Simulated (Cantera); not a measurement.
Cantera run, input and output.

```python
import numpy as np
import cantera as ct

gas = ct.Solution("gri30.yaml", transport_model="mixture-averaged")
show = ['O', 'NH3', 'CO2']

rows = []
print(f"{'T/K':>7s}{'rho':>11s}{'cp':>10s}{'mu':>11s}{'lambda':>11s}{'Pr':>7s}" + "".join(f"{'D_' + s:>11s}" for s in show))
for T in [400, 500, 600, 700, 800, 900, 1000]:
    gas.TPX = T, 100, {'C3H8': 0.81}
    Pr = gas.cp_mass * gas.viscosity / gas.thermal_conductivity
    D = [gas.mix_diff_coeffs_mole[gas.species_index(s)] for s in show]
    rows.append([gas.density, gas.cp_mass, gas.viscosity, gas.thermal_conductivity, Pr, *D])
    print(f"{T:7g}{gas.density:11.4e}{gas.cp_mass:10.1f}{gas.viscosity:11.4e}"
          f"{gas.thermal_conductivity:11.4e}{Pr:7.3f}" + "".join(f"{d:11.4e}" for d in D))
print("SI units: kg/m3, J/kg/K, Pa s, W/m/K, m2/s")
```

It prints:

```
    T/K        rho        cp         mu     lambda     Pr        D_O      D_NH3      D_CO2
    400 1.3259e-03    2133.9 1.0870e-05 3.0696e-02  0.756 3.0201e-02 2.0177e-02 1.4269e-02
    500 1.0607e-03    2549.2 1.3269e-05 4.4852e-02  0.754 4.4781e-02 3.1157e-02 2.1668e-02
    600 8.8394e-04    2917.3 1.5474e-05 5.9781e-02  0.755 6.1463e-02 4.4081e-02 3.0245e-02
    700 7.5766e-04    3237.2 1.7519e-05 7.4960e-02  0.757 8.0097e-02 5.8780e-02 3.9903e-02
    800 6.6296e-04    3511.9 1.9434e-05 9.0116e-02  0.757 1.0057e-01 7.5120e-02 5.0567e-02
    900 5.8929e-04    3748.9 2.1240e-05 1.0510e-01  0.758 1.2278e-01 9.2996e-02 6.2177e-02
   1000 5.3037e-04    3959.8 2.2954e-05 1.1983e-01  0.759 1.4666e-01 1.1232e-01 7.4684e-02
SI units: kg/m3, J/kg/K, Pa s, W/m/K, m2/s
```

Cantera simulation using GRI-Mech 3.0 (53 species, 325 reactions); the numbers are that mechanism's predictions, not measurements.
